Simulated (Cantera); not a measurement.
What does this Cantera script print?

```python
import numpy as np
import cantera as ct

gas = ct.Solution("gri30.yaml")
gas.TPX = 1400, 780000, {'CO': 0.0014, 'O2': 0.036, 'H2O': 0.00067, 'N2': 1}
inlet = ct.Reservoir(gas, clone=True)

reactor = ct.IdealGasConstPressureReactor(gas, energy="off", clone=False)
exhaust = ct.Reservoir(gas, clone=True)
tau = [3.5, 1.1, 0.32, 0.097, 0.029, 0.0088, 0.0027][0]
for a, b in ((inlet, reactor), (reactor, exhaust)):
    ct.MassFlowController(a, b, mdot=lambda t: reactor.mass / tau)
net = ct.ReactorNet([reactor])
show = ['CO', 'O2', 'H2O', 'NO2', 'H2']

rows = []
print(f"{'tau/s':>10s}{'T/K':>9s}" + "".join(f"{s:>11s}" for s in show))
for tau in [3.5, 1.1, 0.32, 0.097, 0.029, 0.0088, 0.0027]:
    net.initial_time = 0.0
    net.advance(30 * tau)
    before = gas.X
    net.advance(40 * tau)
    drift = np.max(np.abs(gas.X - before) / (gas.X + 1e-9))
    rows.append([gas.T, *gas[show].X, drift])
    print(f"{tau:10.3e}{gas.T:9.1f}" + "".join(f"{x:11.3e}" for x in gas[show].X))
```

It prints:

```
     tau/s      T/K         CO         O2        H2O        NO2         H2
 3.500e+00   1400.0  7.262e-06  3.403e-02  6.447e-04  2.278e-08  5.123e-09
 1.100e+00   1400.0  1.751e-05  3.403e-02  6.443e-04  3.432e-08  1.039e-08
 3.200e-01   1400.0  4.473e-05  3.405e-02  6.437e-04  4.951e-08  2.317e-08
 9.700e-02   1400.0  1.093e-04  3.408e-02  6.430e-04  5.814e-08  5.216e-08
 2.900e-02   1400.0  2.559e-04  3.414e-02  6.421e-04  4.710e-08  1.172e-07
 8.800e-03   1400.0  5.250e-04  3.427e-02  6.409e-04  2.238e-08  2.323e-07
 2.700e-03   1400.0  8.779e-04  3.444e-02  6.400e-04  5.666e-09  3.540e-07
```

Cantera simulation using GRI-Mech 3.0 (53 species, 325 reactions); the numbers are that mechanism's predictions, not measurements.
